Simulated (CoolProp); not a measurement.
A Linde-Hampson liquefier for normal hydrogen: isothermal reversible compression at 290 K from 1 atm to 20 MPa, throttling to 1 atm, return gas leaving the recuperator 5 K below the feed. Each further row changes one setting.

Model: reference Helmholtz-energy equation of state, Leachman 2009, in CoolProp.

```json
[
 {"case": "as stated", "compression work (kJ/kg of gas)": "6470"},
 {"case": "high pressure 40 MPa", "compression work (kJ/kg of gas)": "7450"},
 {"case": "warm-end temperature 320 K", "compression work (kJ/kg of gas)": "7130"},
 {"case": "warm-end gap 10 K", "compression work (kJ/kg of gas)": "6470"}
]
```
